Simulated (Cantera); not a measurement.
What does this Cantera script print?

```python
import numpy as np
import cantera as ct

gas_names = """
    H HO2 H2 H2O H2O2 Li LiH LiO LiOH Li2 Li2O Li2O2 Li2O2H2 O OH O2 O3
""".split()
cond_names = """
    H2O(s) H2O(L) Li(cr) Li(L) LiH(s) LiH(L) LiOH(s) LiOH(L) Li2O(s) Li2O(L)
""".split()


def load(file, names, dense=False):
    # The tables refer to 1 bar. Condensed volumes are neglected.
    table = {s.name: s for s in ct.Species.list_from_file(file)}
    out = []
    for n in names:
        d = dict(table[n].input_data)
        d["thermo"] = dict(d["thermo"], **{"reference-pressure": 1e5})
        if dense:
            d["equation-of-state"] = {"model": "constant-volume", "density": "1e6 g/cm^3"}
        out.append(ct.Species.from_dict(d))
    return out


gas = ct.Solution(thermo="ideal-gas", species=load("nasa_gas.yaml", gas_names))
cond = {s.name: ct.Solution(thermo="fixed-stoichiometry", species=[s], name=s.name)
        for s in load("nasa_condensed.yaml", cond_names, dense=True)}
atoms = {
    'LiOH': {'Li': 1, 'O': 1, 'H': 1},
    'H2': {'H': 2},
}
top_T = {}  # K; cautious upper limits of use, not melting points


def equilibrate(T, P, feed):
    n = {}
    for name, mol in feed.items():
        for a, k in atoms[name].items():
            n[a] = n.get(a, 0.0) + k * mol
    gas.TPX = T, P, n
    mass = sum(n.values()) * gas.mean_molecular_weight
    gas.equilibrate("TP")
    valid = [c for c in cond.values() if c.min_temp <= T <= top_T.get(c.name, c.max_temp)]
    mix = ct.Mixture([(gas, mass / gas.mean_molecular_weight)] + [(c, 0.0) for c in valid])
    mix.T, mix.P = T, P
    mix.equilibrate("TP", solver="vcs", rtol=1e-11, max_steps=5000)
    return mix


results = []
feed = {'LiOH': 1, 'H2': 3.9}  # mol
T = 1973.15  # K
for P in [10, 68, 460, 3200, 22000, 150000, 1000000]:
    mix = equilibrate(T, P, feed)
    results.append((T, P, feed, dict(zip(mix.species_names, mix.species_moles))))

top = {s: max(r[3][s] / sum(r[3][g] for g in gas_names) for r in results) for s in gas_names}
cols = sorted((s for s in top if top[s] > 0.0001), key=lambda s: -top[s])[:6]
seen = [c for c in cond_names if any(r[3].get(c, 0) > 1e-12 for r in results)]
print("log10 of partial pressures in bar; condensed amounts in mol")
print(f"{'P/Pa':>10s}" + "".join(f"{s[:9]:>10s}" for s in cols + seen))
for T, P, feed, n in results:
    ng = sum(n[g] for g in gas_names)
    print(f"{P:10.4g}" + "".join(f"{np.log10(max(n[s] / ng * P / 1e5, 1e-99)):10.3f}" for s in cols)
          + "".join(f"{n.get(c, 0):10.4g}" for c in seen))
```

It prints:

```
log10 of partial pressures in bar; condensed amounts in mol
      P/Pa        H2        Li       H2O      LiOH         H        OH   Li2O(L)
        10    -4.249    -4.800    -4.809    -5.726    -4.994    -6.576         0
        68    -3.369    -4.006    -4.008    -4.570    -4.554    -6.215         0
       460    -2.509    -3.257    -3.256    -3.499    -4.124    -5.893         0
      3200    -1.645    -2.537    -2.532    -2.488    -3.692    -5.601         0
   2.2e+04    -0.791    -1.857    -1.840    -1.543    -3.265    -5.337         0
   1.5e+05     0.064    -1.285    -1.125    -0.683    -2.838    -5.048   0.05739
     1e+06     0.929    -1.360    -0.109    -0.175    -2.405    -4.466     0.332
```

Equilibrium computed with Cantera from the NASA thermochemical tables; the gas is ideal and each condensed phase is pure.
